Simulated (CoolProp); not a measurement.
Values from CoolProp's reference Helmholtz-energy equation of state, Lemmon 2006. It is a short technical equation, of lower accuracy than the large ones.

For acetone, give the phase and the Z, Joule-Thomson coefficient (K/MPa), isothermal compressibility (1/MPa), fugacity coefficient at 335.2 K and 3.91 MPa; 335.2 K and 4.89 MPa; 335.2 K and 9.78 MPa.


- 335.2 K and 3.91 MPa: liquid; Z 0.109, Joule-Thomson coefficient -0.287, isothermal compressibility 0.00175, fugacity coefficient 0.0333
- 335.2 K and 4.89 MPa: liquid; Z 0.136, Joule-Thomson coefficient -0.291, isothermal compressibility 0.00172, fugacity coefficient 0.0273
- 335.2 K and 9.78 MPa: liquid; Z 0.270, Joule-Thomson coefficient -0.306, isothermal compressibility 0.00158, fugacity coefficient 0.0156
